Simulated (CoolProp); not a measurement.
The fluid at 298.15 K and 0.0515 MPa is compressed adiabatically to 0.169 MPa with isentropic efficiency 0.6. The same conditions are run with several fluids, on thermodynamics alone (safety and materials aside).

The numbers come from the reference Helmholtz-energy equation of state of each fluid (R123: Younglove 1994; carbon dioxide: Span 1996; R125: Lemmon 2005; vinyl chloride: Thol 2022) in CoolProp.

```csv
fluid,work (kJ/kg),final temperature (K),final density (kg/m³)
R123,32.6,346.9,9.36
carbon dioxide,127,437.9,2.05
R125,42.6,350.5,7.06
vinyl chloride,84.9,389.3,3.31
```
